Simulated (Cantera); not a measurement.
An adiabatic, constant-volume homogeneous reactor starts with CO : H2 : CH4 : O2 : N2 = 1 : 0.77 : 1 : 6.41 : 61.5 (molar parts), equivalence ratio 0.45, at 1650 K and 2.50 bar. Integrator tolerance rtol = 1e-08.

Computed with Cantera and GRI-Mech 3.0 (53 species, 325 reactions).

**Question.** What does this change do: pressure from 2.50 bar to 10.0 bar?

**Answer.** 
```json
[
 {"quantity": "time of steepest temperature rise", "before": "50.9 µs", "after": "17.4 µs"},
 {"quantity": "temperature at 6.00 s", "before": "2236 K", "after": "2243 K"},
 {"quantity": "equilibrium temperature", "before": "2236 K", "after": "2243 K"},
 {"quantity": "x(CO) at 6.00 s", "before": "0.000549 (gas-phase equilibrium 0.000549)", "after": "0.000290 (gas-phase equilibrium 0.000290)"},
 {"quantity": "x(H2) at 6.00 s", "before": "0.000140 (gas-phase equilibrium 0.000140)", "after": "7.35e-5 (gas-phase equilibrium 7.35e-5)"},
 {"quantity": "x(CH4) at 6.00 s", "before": "<1e-12 (gas-phase equilibrium <1e-12)", "after": "<1e-12 (gas-phase equilibrium <1e-12)"},
 {"quantity": "x(OH) at 6.00 s", "before": "0.00182 (gas-phase equilibrium 0.00182)", "after": "0.00133 (gas-phase equilibrium 0.00133)"},
 {"quantity": "x(CO2) at 6.00 s", "before": "0.0281 (gas-phase equilibrium 0.0281)", "after": "0.0283 (gas-phase equilibrium 0.0283)"},
 {"quantity": "x(H2O2) at 6.00 s", "before": "5.72e-8 (gas-phase equilibrium 5.72e-8)", "after": "1.18e-7 (gas-phase equilibrium 1.18e-7)"}
]
```

**Question.** What does this change do: CO 1 to 0.4 parts?

**Answer.** 
| quantity | before | after |
|---|---|---|
| time of steepest temperature rise | 50.9 µs | 52.2 µs |
| temperature at 6.00 s | 2236 K | 2171 K |
| equilibrium temperature | 2236 K | 2171 K |
| x(CO) at 6.00 s | 0.000549 (gas-phase equilibrium 0.000549) | 0.000239 (gas-phase equilibrium 0.000239) |
| x(H2) at 6.00 s | 0.000140 (gas-phase equilibrium 0.000140) | 9.06e-5 (gas-phase equilibrium 9.06e-5) |
| x(CH4) at 6.00 s | <1e-12 (gas-phase equilibrium <1e-12) | <1e-12 (gas-phase equilibrium <1e-12) |
| x(OH) at 6.00 s | 0.00182 (gas-phase equilibrium 0.00182) | 0.00145 (gas-phase equilibrium 0.00145) |
| x(CO2) at 6.00 s | 0.0281 (gas-phase equilibrium 0.0281) | 0.0199 (gas-phase equilibrium 0.0199) |
| x(H2O2) at 6.00 s | 5.72e-8 (gas-phase equilibrium 5.72e-8) | 5.01e-8 (gas-phase equilibrium 5.01e-8) |
